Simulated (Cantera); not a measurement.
An adiabatic, constant-volume homogeneous reactor starts with 10.8 % CH₄, 3.36 % CO, 14.6 % O₂, 54.9 % N₂, 16.3 % H₂O, equivalence ratio 1.6, at 1475 K and 15.8 atm.

Cantera simulation using GRI-Mech 3.0 (53 species, 325 reactions); the numbers are that mechanism's predictions, not measurements. The pressure lies above the range GRI-Mech 3.0 was tuned for (to about 10 atm).

One state of this run: T (K) = 1581; P (bar) = 17.2; x CH₄ = 0.0917; x CO = 0.0368; x O₂ = 0.134; x NO₂ = 1.14e-11; x HCO = 4.67e-7; x CH₂O = 0.00231; x C₂H = 4.19e-11. x: mole fraction; the columns are a selection and need not sum to one.

**Question.** Which value of t (s) does it belong to?
A) 5.00e-6
B) 0.000239
C) 3.46e-5
D) 0.0794

**Answer.** B, 0.000239
